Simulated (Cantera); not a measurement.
Standard-state values (1 bar) from the NASA 1993 polynomials, evaluated with Cantera. Values are per mole of reaction as written; species without (g) are pure solids or liquids, kept so even where they would boil at 1 bar.

O3(g) + 3 CaCl2 ⇌ 3 CaO + 3 Cl2(g), with ΔH° = 340.3 kJ and ΔS° = 230.9 J/K at 300 K.

Question: How far is the shortcut ΔG° ≈ ΔH°(300 K) − T·ΔS°(300 K) from the full temperature-dependent value at 1623, 1648, 1673, 1698, 1723, 1748, 1773, 1798, 1823, 1848, 1873 K?

Answer: 
```tsv
T (K)	shortcut (kJ)	full (kJ)	difference (kJ)	difference in log10 K	condensed phases
1623	-34.5	58.9	-93.3	3.00	CaCl2(l), CaO(s)
1648	-40.2	57.0	-97.2	3.08	CaCl2(l), CaO(s)
1673	-46.0	55.1	-101.1	3.16	CaCl2(l), CaO(s)
1698	-51.8	53.3	-105.0	3.23	CaCl2(l), CaO(s)
1723	-57.5	51.4	-109.0	3.30	CaCl2(l), CaO(s)
1748	-63.3	49.6	-113.0	3.38	CaCl2(l), CaO(s)
1773	-69.1	47.9	-117.0	3.45	CaCl2(l), CaO(s)
1798	-74.9	46.2	-121.0	3.52	CaCl2(l), CaO(s)
1823	-80.6	44.5	-125.1	3.58	CaCl2(l), CaO(s)
1848	-86.4	42.8	-129.2	3.65	CaCl2(l), CaO(s)
1873	-92.2	41.2	-133.3	3.72	CaCl2(l), CaO(s)
```
The shortcut ignores heat capacities and the phase changes listed.
